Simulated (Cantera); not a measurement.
A Cantera script and its output.

```python
import numpy as np
import cantera as ct

gas = ct.Solution("gri30.yaml")
gas.TP = 300, 100000
flame = ct.CounterflowDiffusionFlame(gas, width=0.02)
flame.fuel_inlet.X, flame.fuel_inlet.T = {'CH3OH': 1}, 523
flame.oxidizer_inlet.X, flame.oxidizer_inlet.T = {'O2': 0.2, 'N2': 0.8}, 550
flame.set_refine_criteria(ratio=3, slope=0.12, curve=0.24, prune=0.03)
show = ['OH', 'H', 'NO', 'CO', 'C2H2']

rows = []
print(f"{'mdot':>8s}{'a_max':>10s}{'a_mean':>10s}{'Tmax/K':>9s}" + "".join(f"{s:>11s}" for s in show) + "   (peak mole fractions)")
for i, mdot in enumerate([0.25, 0.34, 0.47, 0.65, 0.9, 1.2, 1.7, 2.3, 3.2]):  # kg/m2/s on the oxidiser side
    flame.oxidizer_inlet.mdot, flame.fuel_inlet.mdot = mdot, 1.1 * mdot
    flame.solve(loglevel=0, auto=(i == 0))
    if flame.T.max() < max(523, 550) + 100:
        print(f"{mdot:8.3g}  no burning solution found from the previous one")
        break
    dT = np.abs(np.gradient(flame.T, flame.grid))
    rows.append([flame.strain_rate("max"), flame.strain_rate("mean"), flame.T.max(),
                 *(flame.X[gas.species_index(s)].max() for s in show), max(dT[0], dT[-1]) / dT.max()])
    print(f"{mdot:8.3g}{rows[-1][0]:10.1f}{rows[-1][1]:10.1f}{rows[-1][2]:9.1f}" + "".join(f"{x:11.3e}" for x in rows[-1][3:-1]))
```

Output:

```
    mdot     a_max    a_mean   Tmax/K         OH          H         NO         CO       C2H2   (peak mole fractions)
    0.25     186.7      38.5   2113.0  9.944e-03  6.908e-03  8.537e-05  1.789e-01  1.160e-04
    0.34     246.2      52.4   2080.0  1.005e-02  7.630e-03  6.876e-05  1.772e-01  1.434e-04
    0.47     330.8      72.4   2042.0  1.008e-02  8.408e-03  5.553e-05  1.752e-01  1.771e-04
    0.65     446.3     100.1   2000.9  1.003e-02  9.152e-03  4.584e-05  1.725e-01  2.149e-04
     0.9     604.9     138.6   1961.3  9.916e-03  9.918e-03  3.913e-05  1.699e-01  2.571e-04
     1.2     793.1     184.8   1931.0  9.873e-03  1.063e-02  3.485e-05  1.681e-01  2.982e-04
     1.7    1101.8     261.8   1888.5  9.617e-03  1.138e-02  2.981e-05  1.651e-01  3.433e-04
     2.3    1467.2     354.2   1849.6  9.264e-03  1.194e-02  2.565e-05  1.622e-01  3.719e-04
     3.2    2008.5     492.8   1808.0  8.780e-03  1.238e-02  2.128e-05  1.588e-01  3.825e-04
```

Cantera simulation using GRI-Mech 3.0 (53 species, 325 reactions); the numbers are that mechanism's predictions, not measurements. GRI-Mech 3.0 was tuned for natural gas; its chemistry of methanol as a main component is partial and can be far from experiment. GRI-Mech 3.0 has no aromatics or soot, which form on the fuel side of real flames. The maximum strain rate includes the flame's own expansion and is several times the mean.
